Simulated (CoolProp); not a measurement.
A closed Brayton cycle with carbon dioxide: compressor inlet 320.15 K and 9 MPa, high pressure 16.9 MPa, turbine inlet 905 K, compressor efficiency 0.8, turbine efficiency 0.93, recuperator effectiveness 0.9 (on enthalpy, no pinch check). Each further row changes one setting.

Computed with CoolProp (reference Helmholtz-energy equation of state, Span 1996).

```csv
case,thermal efficiency (%),net work (kJ/kg),compressor to turbine work,compressor exit (K),turbine exit (K)
as stated,[?],71.2,0.27,365.0,821.4
turbine inlet 855 K,[?],[?],0.28,365.0,774.4
compressor inlet 330.15 K,31.5,65.1,[?],382.8,821.4
high pressure 14.4 MPa,28.2,54.7,0.25,353.4,842.3
recuperator effectiveness 0.5,[?],71.2,0.27,365.0,821.4
```

Fill in the missing entries.


- as stated, thermal efficiency (%): 31.7
- turbine inlet 855 K, thermal efficiency (%): 30.7
- turbine inlet 855 K, net work (kJ/kg): 65.4
- compressor inlet 330.15 K, compressor to turbine work: 0.33
- recuperator effectiveness 0.5, thermal efficiency (%): 16.1
